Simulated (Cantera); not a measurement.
**CF4 + F2 + H2 (fluorocarbon and chlorocarbon gases)**

Feed: 1 mol CF4, 0.38 mol F2, 0.11 mol H2, at 925 °C and 0.133 bar.

Method: chemical equilibrium by Gibbs-energy minimisation in Cantera with the NASA 1993 tables (ideal gas, pure condensed phases). Candidate condensed phases: C, C6H6, C7H8, C8H18; 95 gas species. Gases not in the tables: C2F6 and larger saturated fluorocarbons. Rates play no part.

The x(CF4) comes out as 0.587, the x(F) comes out as 0.251 and the x(HF) is 0.129. The x(F2) comes out as 0.0327, the gas amount is 1.704 mol and the log10 activity of C(graphite) (absent) is -29.14.
